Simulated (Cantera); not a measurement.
Input: 1 mol C, a varied amount of H2, 1.8 mol N2, equilibrated at 2400 °C and 0.430 bar.

Method: chemical equilibrium by Gibbs-energy minimisation in Cantera with the NASA 1993 tables (ideal gas, pure condensed phases). Candidate condensed phases: C, C6H6, C7H8, C8H18; 92 gas species. Rates play no part.

Task: What share of the C ends up in condensed phases as a function of n(H2) (mol), at 0.86, 1.1, 1.5, 2, 2.6, 3.5, 4.6, 6.1, 8, 11, 14, 19?

Result: 
```tsv
n(H2) (mol)	C condensed (%)	as
0.86	83.1	C(graphite)
1.1	80.3	C(graphite)
1.5	76.0	C(graphite)
2	71.1	C(graphite)
2.6	65.8	C(graphite)
3.5	58.3	C(graphite)
4.6	49.8	C(graphite)
6.1	39.0	C(graphite)
8	26.2	C(graphite)
11	7.1	C(graphite)
14	0.0	-
19	0.0	-
```
